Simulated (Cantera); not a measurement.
A closed system holds: 1 mol Si, 1.1 mol H2O, 16 mol H2, 0.041 mol CO2, held at 1577 °C and 11.0 Pa.

Equilibrium computed with Cantera from the NASA thermochemical tables; the gas is ideal and each condensed phase is pure. Candidate condensed phases: C, C6H6, C7H8, C8H18, H2O, Si, SiC, SiO2; 123 gas species. The numbers say what is thermodynamically allowed, not how fast it happens.

Base state: H2 0.888, SiO 0.0538, H 0.0484, H2O 0.00755, CO 0.00220, OH 3.04e-5 (mole fractions); condensed: gas only.

What changes in the equilibrium state with this change: 0.09 mol CH4 added?


```tsv
species	before	after
H2	0.888	0.889
SiO	0.0538	0.0530
H	0.0484	0.0484
H2O	0.00755	0.00269
CO	0.00220	0.00694
OH	3.04e-5	1.08e-5
```
